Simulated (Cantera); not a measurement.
What does this Cantera script print?

```python
import numpy as np
import cantera as ct

gas_names = """
    Br Br2 H HBr H2 N NH NH2 NH3 N2 N2H2 N2H4 Si SiBr SiBr2 SiBr3 SiBr4 SiH SiHBr3 SiH2 SiH2Br2 SiH3
    SiH3Br SiH4 SiN Si2 Si2N Si3
""".split()
cond_names = """
    Br2(cr) Br2(L) Si(cr) Si(L) Si3N4(a)
""".split()


def load(file, names, dense=False):
    # The tables refer to 1 bar. Condensed volumes are neglected.
    table = {s.name: s for s in ct.Species.list_from_file(file)}
    out = []
    for n in names:
        d = dict(table[n].input_data)
        d["thermo"] = dict(d["thermo"], **{"reference-pressure": 1e5})
        if dense:
            d["equation-of-state"] = {"model": "constant-volume", "density": "1e6 g/cm^3"}
        out.append(ct.Species.from_dict(d))
    return out


gas = ct.Solution(thermo="ideal-gas", species=load("nasa_gas.yaml", gas_names))
cond = {s.name: ct.Solution(thermo="fixed-stoichiometry", species=[s], name=s.name)
        for s in load("nasa_condensed.yaml", cond_names, dense=True)}
atoms = {
    'Si': {'Si': 1},
    'HBr': {'H': 1, 'Br': 1},
    'N2': {'N': 2},
}
top_T = {'Si3N4(a)': 2400}  # K; cautious upper limits of use, not melting points


def equilibrate(T, P, feed):
    n = {}
    for name, mol in feed.items():
        for a, k in atoms[name].items():
            n[a] = n.get(a, 0.0) + k * mol
    gas.TPX = T, P, n
    mass = sum(n.values()) * gas.mean_molecular_weight
    gas.equilibrate("TP")
    valid = [c for c in cond.values() if c.min_temp <= T <= top_T.get(c.name, c.max_temp)]
    mix = ct.Mixture([(gas, mass / gas.mean_molecular_weight)] + [(c, 0.0) for c in valid])
    mix.T, mix.P = T, P
    mix.equilibrate("TP", solver="vcs", rtol=1e-11, max_steps=5000)
    return mix


results = []
feed = {'Si': 1, 'HBr': 4.1, 'N2': 0.46}  # mol
T = 1050  # K
for P in [1, 10, 100, 1000, 10000, 100000]:
    mix = equilibrate(T, P, feed)
    results.append((T, P, feed, dict(zip(mix.species_names, mix.species_moles))))

top = {s: max(r[3][s] / sum(r[3][g] for g in gas_names) for r in results) for s in gas_names}
cols = sorted((s for s in top if top[s] > 1e-06), key=lambda s: -top[s])[:9]
seen = [c for c in cond_names if any(r[3].get(c, 0) > 1e-12 for r in results)]
print("log10 of partial pressures in bar; condensed amounts in mol")
print(f"{'P/Pa':>10s}" + "".join(f"{s[:9]:>10s}" for s in cols + seen))
for T, P, feed, n in results:
    ng = sum(n[g] for g in gas_names)
    print(f"{P:10.4g}" + "".join(f"{np.log10(max(n[s] / ng * P / 1e5, 1e-99)):10.3f}" for s in cols)
          + "".join(f"{n.get(c, 0):10.4g}" for c in seen))
```

It prints:

```
log10 of partial pressures in bar; condensed amounts in mol
      P/Pa       HBr        H2     SiBr4        N2     SiBr2        Br     SiBr3    SiHBr3       NH3  Si3N4(a)
         1    -5.152    -5.762    -6.179    -6.813    -6.486    -7.307    -7.449    -9.006   -15.423       0.2
        10    -4.168    -4.697    -5.019    -5.840    -6.231    -6.855    -6.741    -7.766   -13.338    0.2026
       100    -3.190    -3.652    -3.958    -4.706    -6.078    -6.401    -6.134    -6.636   -11.203     0.193
      1000    -2.219    -2.610    -2.912    -3.572    -5.933    -5.950    -5.539    -5.519    -9.073    0.1798
     1e+04    -1.252    -1.568    -1.870    -2.459    -5.783    -5.504    -4.943    -4.403    -6.954    0.1652
     1e+05    -0.290    -0.529    -0.831    -1.365    -5.628    -5.062    -4.345    -3.285    -4.848      0.15
```

Equilibrium computed with Cantera from the NASA thermochemical tables; the gas is ideal and each condensed phase is pure. N2 is the only nitrogen source here; it is nearly inert below about 1500 K, so the nitride shown seldom forms there in practice. The tables' values for SiBr3 are old estimates; treat these amounts as uncertain.
